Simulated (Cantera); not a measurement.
A closed system holds: 1 mol Si2H6, 0.24 mol O3, 83 mol N2, at 1525 °C.

These are equilibrium values from Cantera (NASA tables, ideal gas, pure condensed phases), not measurements of a reactor. Candidate condensed phases: H2O, Si, SiO2, Si2N2O, Si3N4; 35 gas species. The feed counts by its element totals alone. Mutual solubility and eutectic melting of coexisting phases are not modelled. Kinetics and transport are ignored.

### Question
Which condensed phases are stable at each of these points (P (Pa)): 5, 36, 260, 1900, 14000, 100000?

### Answer
```csv
P (Pa),condensed phases,Si condensed (%)
5,gas only,0.0
36,Si(l),24.3
260,Si(l),58.2
1900,Si3N4(s),63.5
14000,Si2N2O(s) + Si3N4(s),96.1
100000,Si2N2O(s) + Si3N4(s),99.7
```

At 0.0375 Torr nothing is condensed. From 0.270 Torr to 1.95 Torr the condensed part is Si(l). At 14.3 Torr the condensed part is Si3N4(s). From 105 Torr to 750 Torr the condensed part is Si2N2O(s) + Si3N4(s).
